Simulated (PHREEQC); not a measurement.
## Alkaline etch or developer

Consider water at 20 °C with 0.26 mol/kgw TMAH, 0.00042 mol/kgw H4SiO4 and 0.0098 mol/kgw (CH3)4NCl. Closed to the air; pH follows from the charge balance.

Model: ion-association model, wateq4f.dat, run in PHREEQC.

Each row changes one thing in this solution. No solid was allowed to form.

| case | pH | H3SiO4- (mol/kgw) | H4SiO4 (mol/kgw) | SI of Quartz (SiO2) |
|---|---|---|---|---|
| as made | 13.42 | 0.000101 | 2.04e-8 | -3.60 |
| TMAH left out | 6.61 | 2.36e-7 | 0.000420 | +0.68 |
| temperature from 20 to 25 °C | 13.25 | 0.000105 | 2.61e-8 | -3.57 |
| diluted 2-fold with water | 13.15 | 8.54e-5 | 3.54e-8 | -3.38 |
| TMAH from 0.26 to 0.026 mol/kgw | 12.50 | 0.000336 | 7.23e-7 | -2.08 |

Species that the database lacks are ignored. Some of these states are supersaturated (in Quartz (slow to form), Chalcedony (slow to form), for instance). (CH3)4N+ isn't in the database: it is added as a free cation with an ion size of 4 Å.
